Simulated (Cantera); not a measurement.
Input: 1 mol C2F6, 0.021 mol HCl, 1.2 mol H2, held at 3150 K and 12.0 Pa.

Cantera equilibrium calculation (NASA polynomials, part measured and part estimated; ideal gas, pure solids and liquids). Candidate condensed phases: C, C6H6, C7H8, C8H18; 118 gas species. The feed counts by its element totals alone. Rates play no part.

Base state: F 0.574, H 0.216, C 0.149, HF 0.0310, C2 0.0102, C3 0.00888, CF 0.00810, Cl 0.00215 (mole fractions); condensed: gas only.

**Question.** What changes in the equilibrium state with this change: HCl from 0.021 to 0.038 mol?

**Answer.** 
```
species   before    after
-------  -------  -------
F          0.574    0.572
H          0.216    0.217
C          0.149    0.149
Cl       0.00215  0.00387
C2        0.0102   0.0102
HF        0.0310   0.0310
CF2      1.07e-5  1.06e-5
H2       9.35e-5  9.43e-5
C3       0.00888  0.00881
```

**Question.** What changes in the equilibrium state with this change: pressure from 12.0 Pa to 10.0 mbar?

**Answer.** 
```csv
species,before,after
F,0.574,0.489
HF,0.0310,0.323
C3,0.00888,0.0636
H,0.216,0.0318
C,0.149,0.0151
CF,0.00810,0.0581
C2,0.0102,0.00871
C2HF,2.29e-8,1.69e-5
CF2,1.07e-5,0.00546
```
